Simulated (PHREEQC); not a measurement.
Dissolve 8.7 mmol/kgw HF, 0.31 mmol/kgw KF and 0.011 mmol/kgw (NH4)2SiF6 at 20 °C. Closed to the air; pH follows from the charge balance.

Equilibrium calculation in PHREEQC: ion-association model, phreeqc.dat.

Precipitation was switched off in this run.

Q: Order these F species by the share of F that they hold, largest first: HF2-, F-, HF, SiF6-2.

A: HF (71 %), F- (27 %), HF2- (1.3 %), SiF6-2 (0.73 %)

The pH is 2.69 and the ionic strength 0.00251 mol/kgw. Species that the database lacks are ignored. SiF6-2 is the database's only silicon fluoride.
